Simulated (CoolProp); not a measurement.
The fluid at 293.15 K and 0.151 MPa expands adiabatically to 0.0148 MPa with isentropic efficiency 1. The same conditions are run with several fluids, on thermodynamics alone (safety and materials aside).

Model: reference Helmholtz-energy equation of state of each fluid (propane: Lemmon 2009; R142b: Lemmon 2006; R134a: Tillner-Roth 1994; nitrogen: Span 2000), in CoolProp.

```tsv
fluid	work (kJ/kg)	final temperature (K)	final density (kg/m³)
propane	110	216.6	0.365
R142b	48.5	225.4	0.802
R134a	48.2	227.0	0.807
nitrogen	148	150.9	0.331
```
